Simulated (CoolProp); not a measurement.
Vapour-liquid equilibrium of n-pentane (1) + cyclohexane (2) at 34.15 °C; x and y are mole fractions of (1).

The numbers come from the multi-fluid Helmholtz-energy mixture model, Thol 2019 and Zhou 2014; pair parameters Bell 2016 in CoolProp.

```csv
x,bubble pressure (MPa),y at the bubble point,dew pressure at overall composition x (MPa),liquid density (mol/L)
0.05,0.02398,0.229,0.02023,9.064
0.2,0.03670,0.569,0.02327,8.978
0.35,0.04829,0.727,0.02737,8.890
0.5,0.05921,0.824,0.03315,8.801
0.65,0.06982,0.891,0.04187,8.708
0.8,0.08041,0.944,0.05615,8.613
0.95,0.09121,0.987,0.08190,8.515
```

No azeotrope shows between x = 0.05 and 0.95.

Pair parameters are fitted to limited data, so mixtures are less certain than the pure fluids.
